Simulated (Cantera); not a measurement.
Charge: 1 mol SiF4, 0.13 mol NH3, 9.5 mol N2.

Equilibrium computed with Cantera from the NASA thermochemical tables; the gas is ideal and each condensed phase is pure. Candidate condensed phases: Si, Si3N4; 37 gas species. The tables' values for SiF2, SiF3 are old estimates. Equilibrium is a limit: real reactors are often held back by kinetics, nucleation or transport.

**Question.** What condenses at these points (T in K, P in Pa): (998, 260); (1198, 37000); (1998, 100000); (1898, 5100); (1598, 13)?

**Answer.** 
| T (K) | P in Pa | condensed phases | Si condensed (%) |
|---|---|---|---|
| 998 | 260 | Si3N4 | 0.0 |
| 1198 | 37000 | Si3N4 | 0.0 |
| 1998 | 100000 | gas only | 0.0 |
| 1898 | 5100 | gas only | 0.0 |
| 1598 | 13 | gas only | 0.0 |
